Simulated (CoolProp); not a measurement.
Saturation properties of nitrous oxide.

Model: reference Helmholtz-energy equation of state, Lemmon 2006, in CoolProp. It is a short technical equation, of lower accuracy than the large ones.

```
T (K)  p (bar)  liquid density (kg/m³)  vapour density (kg/m³)  liquid cp (kJ/(kg K))  surface tension (mN/m)
-----  -------  ----------------------  ----------------------  ---------------------  ----------------------
194.9    1.799                    1200                   5.087                  1.729                    21.4
203.4    2.759                    1174                   7.586                  1.743                    19.5
211.9    4.071                    1147                   10.94                  1.763                    17.7
220.3    5.785                    1119                   15.27                  1.789                    15.9
228.8    8.022                    1090                   20.91                  1.823                    14.1
237.2    10.81                    1060                   27.98                  1.866                    12.3
245.7    14.29                    1028                   36.98                  1.922                    10.6
254.1    18.49                   994.1                   48.12                  1.994                    8.93
262.6    23.57                   957.4                   62.26                  2.092                    7.31
271      29.53                   917.8                   79.92                  2.228                    5.77
279.5    36.62                   873.2                   102.9                  2.439                    4.27
287.9    44.78                   822.4                   133.1                  2.798                    2.88
296.4    54.36                   758.7                   176.9                  3.603                    1.58
304.9    65.52                   662.8                   254.3                  7.347                   0.449
```

It boils at 184.7 K under 1 atm.

Surface tension comes from a separate correlation (Mulero 2012).
